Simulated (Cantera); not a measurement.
What does this Cantera script print?

```python
import numpy as np
import cantera as ct

gas_names = """
    CL CL2 H HCL H2 Si SiCL SiCL2 SiCL3 SiCL4 SiH SiHCL3 SiH2 SiH2CL2 SiH3 SiH3CL SiH4 Si2 Si3
""".split()
cond_names = """
    Si(cr) Si(L)
""".split()


def load(file, names, dense=False):
    # The tables refer to 1 bar. Condensed volumes are neglected.
    table = {s.name: s for s in ct.Species.list_from_file(file)}
    out = []
    for n in names:
        d = dict(table[n].input_data)
        d["thermo"] = dict(d["thermo"], **{"reference-pressure": 1e5})
        if dense:
            d["equation-of-state"] = {"model": "constant-volume", "density": "1e6 g/cm^3"}
        out.append(ct.Species.from_dict(d))
    return out


gas = ct.Solution(thermo="ideal-gas", species=load("nasa_gas.yaml", gas_names))
cond = {s.name: ct.Solution(thermo="fixed-stoichiometry", species=[s], name=s.name)
        for s in load("nasa_condensed.yaml", cond_names, dense=True)}
atoms = {
    'Si2Cl6': {'Si': 2, 'CL': 6},
    'HCl': {'H': 1, 'CL': 1},
    'H2': {'H': 2},
}
top_T = {}  # K; cautious upper limits of use, not melting points


def equilibrate(T, P, feed):
    n = {}
    for name, mol in feed.items():
        for a, k in atoms[name].items():
            n[a] = n.get(a, 0.0) + k * mol
    gas.TPX = T, P, n
    mass = sum(n.values()) * gas.mean_molecular_weight
    gas.equilibrate("TP")
    valid = [c for c in cond.values() if c.min_temp <= T <= top_T.get(c.name, c.max_temp)]
    mix = ct.Mixture([(gas, mass / gas.mean_molecular_weight)] + [(c, 0.0) for c in valid])
    mix.T, mix.P = T, P
    mix.equilibrate("TP", solver="vcs", rtol=1e-11, max_steps=5000)
    return mix


results = []
feed = {'Si2Cl6': 1, 'HCl': 0.08, 'H2': 50}  # mol
P = 133.322  # Pa
for T in [1023, 1098, 1173, 1248, 1323, 1398, 1473, 1548]:
    mix = equilibrate(T, P, feed)
    results.append((T, P, feed, dict(zip(mix.species_names, mix.species_moles))))

top = {s: max(r[3][s] / sum(r[3][g] for g in gas_names) for r in results) for s in gas_names}
cols = sorted((s for s in top if top[s] > 0.001), key=lambda s: -top[s])[:7]
seen = [c for c in cond_names if any(r[3].get(c, 0) > 1e-12 for r in results)]
print("log10 of partial pressures in bar; condensed amounts in mol")
print(f"{'T/K':>10s}" + "".join(f"{s[:9]:>10s}" for s in cols + seen))
for T, P, feed, n in results:
    ng = sum(n[g] for g in gas_names)
    print(f"{T:10.4g}" + "".join(f"{np.log10(max(n[s] / ng * P / 1e5, 1e-99)):10.3f}" for s in cols)
          + "".join(f"{n.get(c, 0):10.4g}" for c in seen))
```

Output:

```
log10 of partial pressures in bar; condensed amounts in mol
       T/K        H2       HCL     SiCL2     SiCL4    SiHCL3     SiCL3    Si(cr)
      1023    -2.904    -4.226    -5.297    -4.756    -5.507    -5.689    0.9117
      1098    -2.912    -4.070    -4.920    -5.098    -5.777    -5.583      1.04
      1173    -2.917    -4.002    -4.730    -5.670    -6.217    -5.697     1.072
      1248    -2.919    -3.987    -4.657    -6.356    -6.740    -5.935     1.052
      1323    -2.919    -3.989    -4.622    -7.024    -7.248    -6.192     1.019
      1398    -2.919    -3.994    -4.601    -7.634    -7.712    -6.433    0.9854
      1473    -2.918    -4.000    -4.585    -8.186    -8.132    -6.653     0.954
      1548    -2.918    -4.006    -4.572    -8.686    -8.512    -6.853    0.9243
```

Equilibrium computed with Cantera from the NASA thermochemical tables; the gas is ideal and each condensed phase is pure. The feed counts by its element totals alone. The tables' values for SiCl3, SiCl are old estimates; treat these amounts as uncertain.
